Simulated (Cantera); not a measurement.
An isothermal, constant-pressure homogeneous reactor starts with C₂H₆ : H₂ : N₂ = 1 : 1.1 : 0.0085 (molar parts), at 1948 K and 1.00 atm.

Model: GRI-Mech 3.0 (53 species, 325 reactions), integrated in Cantera. GRI-Mech 3.0 stops at C3 and has no aromatics, soot or wall deposition, so with more carbon than oxygen in the feed, carbon stays in small species such as C2H2 where larger ones or solid carbon would form.

x: mole fraction; the columns are a selection and need not sum to one.

```csv
t (s),x C₂H₆,x H₂,x H,x C₂H₂,x CH₄,x C₂H₄,x CH₃
6.00e-5,0.000431,0.584,0.000664,0.165,0.215,0.0283,…
0.000200,0.000298,0.620,0.000734,0.192,0.174,0.00582,…
0.000665,0.000124,0.669,0.000810,0.212,0.110,0.00292,…
0.00221,2.64e-5,0.716,0.000897,0.229,0.0495,0.00183,…
0.00736,3.78e-6,0.740,0.000955,0.237,0.0178,0.00164,…
0.0245,9.65e-7,0.747,0.000976,0.240,0.00782,0.00164,…
0.0815,7.89e-7,0.748,0.000978,0.240,0.00674,0.00164,0.000175
0.271,7.89e-7,0.748,0.000978,0.240,0.00674,0.00164,0.000175
0.903,7.89e-7,0.748,0.000978,0.240,0.00674,0.00164,0.000175
3.00,7.89e-7,0.748,0.000978,0.240,0.00674,0.00164,0.000175
10.0,7.89e-7,0.748,0.000978,0.240,0.00674,0.00164,0.000175
```

Problem. Complete the blanks.

Solution. 
- 6.00e-5, x CH₃: 0.00470
- 0.000200, x CH₃: 0.00400
- 0.000665, x CH₃: 0.00261
- 0.00221, x CH₃: 0.00122
- 0.00736, x CH₃: 0.000454
- 0.0245, x CH₃: 0.000202
